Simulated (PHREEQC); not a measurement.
Model water analysis in mg/L, 25 °C, pH 5.66, pe 9.3:

```csv
constituent,mg/L
Na,0.349
K,0.0469
Ca,1.9
Mg,0.982
Cl,2.57
S(6) as SO4,0.557
Alkalinity as HCO3,6.53
Li,0.00245
N(5) as NO3,0.0106
Cd,0.0062
Sr,0.00884
Ba,0.0304
```

Valence states are taken as typed.

Equilibrium calculation in PHREEQC: ion-association model, phreeqc.dat.

Precipitation was switched off in this run.

Predict the charge-balance error.

charge-balance error 0.5 %.

In which forms is C present?

CO2 83 %, HCO3- 17 % of the C.

Complexes and solids missing from the database can't appear.
